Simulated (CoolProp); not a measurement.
Vapour-liquid equilibrium of ethanol (1) + o-xylene (2) at 0.242 bar; x and y are mole fractions of (1).

Computed with CoolProp (multi-fluid Helmholtz-energy mixture model, Schroeder 2014 and Zhou 2012; pair parameters Bell 2016).

Task: Give the bubble temperature and the first vapour's composition at x = 0.05, 0.8, 0.95. Is there an azeotrope?

Result: x = 0.05: 67.5 °C, y = 0.697; x = 0.8: 47.3 °C, y = 0.912; x = 0.95: 46.3 °C, y = 0.967. No azeotrope shows between x = 0.05 and 0.95.

Pair parameters are fitted to limited data, so mixtures are less certain than the pure fluids. With so large a gap from Raoult's law the liquid may split in two, which this calculation doesn't test in full.
